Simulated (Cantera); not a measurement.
Input (Python, Cantera):

```python
import numpy as np
import cantera as ct

gas = ct.Solution("gri30.yaml")
gas.TPX = 1350, 61000, {'C3H8': 1, 'H2': 100}
reactor = ct.IdealGasConstPressureReactor(gas, energy="off", clone=False)
net = ct.ReactorNet([reactor])
net.rtol, net.atol = 1e-08, 1e-18
show = ['C3H8', 'H2', 'C2H2', 'C2H4', 'C2H6', 'CH2', 'CH4']
times = np.geomspace(0.0001, 9, 11)

steps = ct.SolutionArray(gas, extra=["t"])
rows = []
print(f"{'t/s':>10s}{'T/K':>9s}{'P/Pa':>11s}" + "".join(f"{s:>11s}" for s in show))
for t in times:
    while net.time < t:
        t_next = net.step()
        steps.append(gas.state, t=t_next)
    rows.append([np.interp(t, steps.t, y) for y in (steps.T, steps.P, *steps(*show).X.T)])
    print(f"{t:10.3e}{rows[-1][0]:9.1f}{rows[-1][1]:11.4g}" + "".join(f"{x:11.3e}" for x in rows[-1][2:]))
rate = np.gradient(steps.T, steps.t)
print("integrator steps:", len(steps.t))
if steps.T.max() > steps.T[0] + 200:
    print(f"time of steepest temperature rise: {steps.t[rate.argmax()]:.4e} s")
gas.TPX = 1350, 61000, {'C3H8': 1, 'H2': 100}
gas.equilibrate("TP")
print(f"equilibrium (TP): T = {gas.T:.1f} K  " + "  ".join(f"{s} {gas[s].X[0]:.3e}" for s in show))
```

Output:

```
       t/s      T/K       P/Pa       C3H8         H2       C2H2       C2H4       C2H6        CH2        CH4
 1.000e-04   1350.0    6.1e+04  7.044e-03  9.872e-01  8.093e-06  2.738e-03  5.499e-05  9.117e-09  2.738e-03
 3.129e-04   1350.0    6.1e+04  1.695e-03  9.818e-01  1.511e-04  7.739e-03  1.103e-04  4.620e-09  8.303e-03
 9.791e-04   1350.0    6.1e+04  9.627e-05  9.801e-01  5.490e-04  8.720e-03  1.272e-04  4.632e-10  1.031e-02
 3.064e-03   1350.0    6.1e+04  2.914e-06  9.800e-01  9.740e-04  8.279e-03  1.322e-04  6.782e-11  1.061e-02
 9.587e-03   1350.0    6.1e+04  4.938e-08  9.799e-01  1.635e-03  7.507e-03  1.217e-04  4.404e-11  1.085e-02
 3.000e-02   1350.0    6.1e+04  3.442e-08  9.796e-01  2.913e-03  5.971e-03  9.574e-05  3.707e-11  1.139e-02
 9.387e-02   1350.0    6.1e+04  2.188e-08  9.791e-01  4.150e-03  4.242e-03  6.636e-05  2.805e-11  1.241e-02
 2.937e-01   1350.0    6.1e+04  1.693e-08  9.781e-01  4.062e-03  3.380e-03  5.189e-05  2.336e-11  1.437e-02
 9.192e-01   1350.0    6.1e+04  1.244e-08  9.761e-01  3.025e-03  2.511e-03  3.772e-05  1.836e-11  1.830e-02
 2.876e+00   1350.0    6.1e+04  5.366e-09  9.733e-01  1.547e-03  1.283e-03  1.836e-05  1.066e-11  2.387e-02
 9.000e+00   1350.0    6.1e+04  9.835e-10  9.710e-01  3.913e-04  3.269e-04  4.605e-06  5.011e-12  2.822e-02
integrator steps: 1138
equilibrium (TP): T = 1350.0 K  C3H8 2.338e-10  H2 9.705e-01  C2H2 9.650e-05  C2H4 8.536e-05  C2H6 1.557e-06  CH2 3.771e-12  CH4 2.933e-02
```

Cantera simulation using GRI-Mech 3.0 (53 species, 325 reactions); the numbers are that mechanism's predictions, not measurements. GRI-Mech 3.0 was tuned for natural gas; its chemistry of propane as a main component is partial and can be far from experiment. GRI-Mech 3.0 stops at C3 and has no aromatics, soot or wall deposition, so with more carbon than oxygen in the feed, carbon stays in small species such as C2H2 where larger ones or solid carbon would form.
